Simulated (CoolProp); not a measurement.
Vapour-liquid equilibrium of ethane (1) + n-perfluorobutane (2) at 200.6 K; x and y are mole fractions of (1).

Computed with CoolProp (multi-fluid Helmholtz-energy mixture model, Bücker 2006 and Gao 2022; pair parameters Bell 2016).

```tsv
x	bubble pressure, mixture model (MPa)	bubble pressure, Raoult's law (MPa)	y, mixture model	y, Raoult's law
0.05	[?]	0.01269	0.959	0.879
0.2	0.1293	0.04593	0.989	0.972
0.35	[?]	0.07917	[?]	0.987
0.5	[?]	0.1124	0.993	0.993
0.65	[?]	0.1456	0.993	0.996
0.8	[?]	0.1789	[?]	0.998
0.95	0.2128	0.2121	0.998	1.000
```

Complete the blanks.


- 0.05, bubble pressure, mixture model (MPa): 0.03854
- 0.35, bubble pressure, mixture model (MPa): 0.1718
- 0.35, y, mixture model: 0.992
- 0.5, bubble pressure, mixture model (MPa): 0.1823
- 0.65, bubble pressure, mixture model (MPa): 0.1845
- 0.8, bubble pressure, mixture model (MPa): 0.1924
- 0.8, y, mixture model: 0.994

The largest gap from Raoult's law is +203.7 % in bubble pressure, at x = 0.05. No azeotrope shows between x = 0.05 and 0.95.

Pair parameters are fitted to limited data, so mixtures are less certain than the pure fluids. With so large a gap from Raoult's law the liquid may split in two, which this calculation doesn't test in full.
